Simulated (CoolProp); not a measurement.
Vapour-liquid equilibrium of n-hexane (1) + m-xylene (2) at 374.8 K; x and y are mole fractions of (1).

Values from CoolProp's multi-fluid Helmholtz-energy mixture model, Thol 2019 and Zhou 2012; pair parameters Bell 2016.

```
x     bubble pressure, mixture model (bar)  bubble pressure, Raoult's law (bar)  y, mixture model  y, Raoult's law
----  ------------------------------------  -----------------------------------  ----------------  ---------------
0.05                                0.4477                               0.4416             0.296            0.291
0.2                                 0.8478                               0.7776             0.683            0.661
0.35                                 1.253                                1.114             0.821            0.808
0.5                                  1.611                                1.450             0.887            0.886
0.65                                 1.913                                1.785             0.927            0.935
0.8                                  2.185                                2.121             0.957            0.969
0.95                                 2.466                                2.457             0.988            0.993
```

The largest gap from Raoult's law is +12.5 % in bubble pressure, at x = 0.35. No azeotrope shows between x = 0.05 and 0.95.

Pair parameters are fitted to limited data, so mixtures are less certain than the pure fluids.
